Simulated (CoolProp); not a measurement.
Vapour-liquid equilibrium of C3F8 (R218) (1) + R134a (2) at 229.1 K; x and y are mole fractions of (1).

The numbers come from the multi-fluid Helmholtz-energy mixture model, Lemmon 2006 and Tillner-Roth 1994; pair parameters Bell 2016 in CoolProp.

Give the bubble pressure and the first vapour's composition at x = 0.35, 0.65, 0.8. Is there an azeotrope?

x = 0.35: 0.08313 MPa, y = 0.596; x = 0.65: 0.08634 MPa, y = 0.663; x = 0.8: 0.08525 MPa, y = 0.726. y crosses x between x = 0.65 and 0.725: the model has an azeotrope there.

The pair parameters rest on a limited set of measurements; away from them the model extrapolates. With so large a gap from Raoult's law the liquid may split in two, which this calculation doesn't test in full.
